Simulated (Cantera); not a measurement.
A Cantera script and what it prints.

```python
import numpy as np
import cantera as ct

gas_names = """
    CL CL2 H HCL H2 Si SiCL SiCL2 SiCL3 SiCL4 SiH SiHCL3 SiH2 SiH2CL2 SiH3 SiH3CL SiH4 Si2 Si3
""".split()
cond_names = """
    Si(cr) Si(L)
""".split()


# ... load() reads the species with a 1 bar reference pressure and builds the phases ...
atoms = {
    'SiCl4': {'Si': 1, 'CL': 4},
    'H2': {'H': 2},
}
top_T = {}  # K; cautious upper limits of use, not melting points


# ... equilibrate(T, P, feed) seeds the gas with the atoms and calls Mixture.equilibrate('TP', solver="vcs", rtol=1e-11, max_steps=5000) ...
results = []
feed = {'SiCl4': 1, 'H2': 1.2}  # mol
P = 1800000  # Pa
for T in [750, 800, 850, 900, 950, 1000, 1050, 1100, 1150]:
    mix = equilibrate(T, P, feed)
    results.append((T, P, feed, dict(zip(mix.species_names, mix.species_moles))))
    x = sorted(zip(gas.X, gas.species_names), reverse=True)
    print(f"T = {T:g} K  P = {P:g} Pa  gas = {mix.phase_moles(0):.4g} mol")
    print("   x: " + "  ".join(f"{s} {v:.3e}" for v, s in x if v > 1e-05))
    print("   condensed (mol): " + ("  ".join(f"{mix.phase(i).name} {mix.phase_moles(i):.4g}"
          for i in range(1, mix.n_phases) if mix.phase_moles(i) > 1e-12) or "none"))
```

It prints:

```
T = 750 K  P = 1.8e+06 Pa  gas = 2.2 mol
   x: H2 5.351e-01  SiCL4 4.442e-01  HCL 1.039e-02  SiHCL3 1.035e-02  SiH2CL2 1.771e-05
   condensed (mol): none
T = 800 K  P = 1.8e+06 Pa  gas = 2.2 mol
   x: H2 5.309e-01  SiCL4 4.400e-01  HCL 1.457e-02  SiHCL3 1.449e-02  SiH2CL2 3.856e-05
   condensed (mol): none
T = 850 K  P = 1.8e+06 Pa  gas = 2.2 mol
   x: H2 5.259e-01  SiCL4 4.351e-01  HCL 1.957e-02  SiHCL3 1.940e-02  SiH2CL2 7.611e-05  SiCL3 1.129e-05
   condensed (mol): none
T = 900 K  P = 1.8e+06 Pa  gas = 2.2 mol
   x: H2 5.201e-01  SiCL4 4.293e-01  HCL 2.534e-02  SiHCL3 2.503e-02  SiH2CL2 1.384e-04  SiCL3 3.403e-05
   condensed (mol): none
T = 950 K  P = 1.8e+06 Pa  gas = 2.2 mol
   x: H2 5.136e-01  SiCL4 4.229e-01  HCL 3.184e-02  SiHCL3 3.128e-02  SiH2CL2 2.348e-04  SiCL3 9.092e-05
   condensed (mol): none
T = 1000 K  P = 1.8e+06 Pa  gas = 2.2 mol
   x: H2 5.065e-01  SiCL4 4.159e-01  HCL 3.902e-02  SiHCL3 3.804e-02  SiH2CL2 3.753e-04  SiCL3 2.192e-04
   condensed (mol): none
T = 1050 K  P = 1.8e+06 Pa  gas = 2.201 mol
   x: H2 4.988e-01  SiCL4 4.082e-01  HCL 4.681e-02  SiHCL3 4.516e-02  SiH2CL2 5.694e-04  SiCL3 4.834e-04  SiCL2 1.037e-05
   condensed (mol): none
T = 1100 K  P = 1.8e+06 Pa  gas = 2.201 mol
   x: H2 4.905e-01  SiCL4 4.000e-01  HCL 5.517e-02  SiHCL3 5.246e-02  SiCL3 9.866e-04  SiH2CL2 8.245e-04  SiCL2 3.387e-05
   condensed (mol): none
T = 1150 K  P = 1.8e+06 Pa  gas = 2.202 mol
   x: H2 4.818e-01  SiCL4 3.912e-01  HCL 6.410e-02  SiHCL3 5.972e-02  SiCL3 1.880e-03  SiH2CL2 1.144e-03  SiCL2 9.881e-05
   condensed (mol): none
```

These are equilibrium values from Cantera (NASA tables, ideal gas, pure condensed phases), not measurements of a reactor. The tables' values for SiCl3 are old estimates; treat these amounts as uncertain.
